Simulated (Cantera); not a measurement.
Feed: 1 mol SiC, 0.042 mol N2, at 2500 °C and 3.70 Pa.

Method: chemical equilibrium by Gibbs-energy minimisation in Cantera with the NASA 1993 tables (ideal gas, pure condensed phases). Candidate condensed phases: C, Si, SiC, Si3N4; 20 gas species. The tables' values for SiN are old estimates; treat these amounts as uncertain. The numbers say what is thermodynamically allowed, not how fast it happens.

Base state: Si 0.624, C3 0.125, SiC2 0.114, C 0.0780, N2 0.0249, C2 0.0206, CN 0.0122, SiC 0.000585 (mole fractions); condensed: gas only.

Task: What changes in the equilibrium state with this change: temperature from 2500 °C to 2027 °C?

Result: 
```csv
species,before,after
Si,0.624,0.828
SiC2,0.114,0.114
N2,0.0249,0.0406
C3,0.125,0.000452
C,0.0780,0.000226
C2,0.0206,4.01e-5
Si2C,0.000178,0.0154
CN,0.0122,0.000560
C4,0.000124,1.17e-7
C5,0.000380,5.23e-7
N,7.42e-5,1.29e-6
Si2,1.84e-5,0.000525
SiC,0.000585,0.000125
"C(graphite), mol",0,0.747
```

Task: What changes in the equilibrium state with this change: N2 from 0.042 to 0.071 mol?

Result: 
```csv
species,before,after
Si,0.624,0.611
C3,0.125,0.122
SiC2,0.114,0.109
N2,0.0249,0.0432
CN,0.0122,0.0159
C2,0.0206,0.0203
C,0.0780,0.0773
N,7.42e-5,9.77e-5
CNC,7.79e-6,1.01e-5
SiN,4.16e-5,5.37e-5
```

Task: What changes in the equilibrium state with this change: 0.00073 mol H2 added?

Result: 
```csv
species,before,after
Si,0.624,0.623
C3,0.125,0.125
SiC2,0.114,0.114
H,0,0.00107
N2,0.0249,0.0248
CN,0.0122,0.0121
C2,0.0206,0.0206
C,0.0780,0.0780
Si2C,0.000178,0.000178
Si2,1.84e-5,1.84e-5
C5,0.000380,0.000380
SiN,4.16e-5,4.16e-5
```
Further candidate phases: C6H6, C7H8, C8H18.
